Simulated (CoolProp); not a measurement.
Vapour-liquid equilibrium of C2F6 (R116) (1) + R143a (2) at -88.15 °C; x and y are mole fractions of (1).

The numbers come from the multi-fluid Helmholtz-energy mixture model, Lemmon 2006 and Lemmon and Jacobsen 2000; pair parameters Bell 2016 in CoolProp.

Give the bubble pressure and the first vapour's composition at x = 0.05, 0.125, 0.725. Is there an azeotrope?

x = 0.05: 19.24 kPa, y = 0.563; x = 0.125: 30.91 kPa, y = 0.743; x = 0.725: 53.36 kPa, y = 0.892. No azeotrope shows between x = 0.05 and 0.95.

The pair parameters rest on a limited set of measurements; away from them the model extrapolates. With so large a gap from Raoult's law the liquid may split in two, which this calculation doesn't test in full.
